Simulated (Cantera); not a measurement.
A freely propagating, adiabatic, planar premixed flame of 7.94 % CH4, 15.9 % O2, 76.2 % N2, equivalence ratio 1.0, unburnt at 700 K and 3.70 bar; multicomponent transport, grid criteria slope 0.08 and curve 0.16, no radiation.

Cantera simulation using GRI-Mech 3.0 (53 species, 325 reactions); the numbers are that mechanism's predictions, not measurements. Burning velocities carry a grid error of a few per cent, more on coarse grids.

x: mole fraction of selected species; z is measured from the peak of heat release.

```csv
z (mm),T (K),u (m/s),x CH4,x O2,x H,x C2H4,x N2O,x CO
-0.465,701,0.760,0.0792,0.159,<1e-8,8.55e-8,<1e-8,9.14e-6
-0.310,705,0.765,0.0789,0.158,<1e-8,1.09e-6,<1e-8,8.88e-5
-0.232,718,0.781,0.0779,0.157,<1e-8,5.36e-6,<1e-8,0.000358
-0.155,788,0.861,0.0732,0.151,8.59e-8,4.15e-5,<1e-8,0.00205
-0.0775,1123,1.24,0.0514,0.122,1.68e-5,0.000337,3.83e-8,0.0121
-0.0387,1475,1.64,0.0277,0.0864,0.000208,0.000653,9.65e-8,0.0248
0,1830,2.04,0.00560,0.0451,0.00154,0.000305,1.94e-7,0.0367
0.0387,1981,2.20,0.000243,0.0232,0.00315,7.37e-6,3.04e-7,0.0322
0.0775,2038,2.25,5.21e-6,0.0166,0.00329,4.34e-8,3.58e-7,0.0247
0.155,2104,2.32,<1e-8,[?],[?],<1e-8,3.65e-7,[?]
0.310,2172,2.38,<1e-8,0.00965,0.00149,<1e-8,3.50e-7,0.0142
0.620,2226,2.43,<1e-8,0.00717,0.000785,<1e-8,3.15e-7,0.0111
1.24,2259,2.47,<1e-8,[?],[?],<1e-8,[?],[?]
```

Q: What belongs in the gaps?

A: 
- 0.155, x O2: 0.0127
- 0.155, x H: 0.00253
- 0.155, x CO: 0.0182
- 1.24, x O2: 0.00548
- 1.24, x H: 0.000445
- 1.24, x N2O: 2.65e-7
- 1.24, x CO: 0.00865
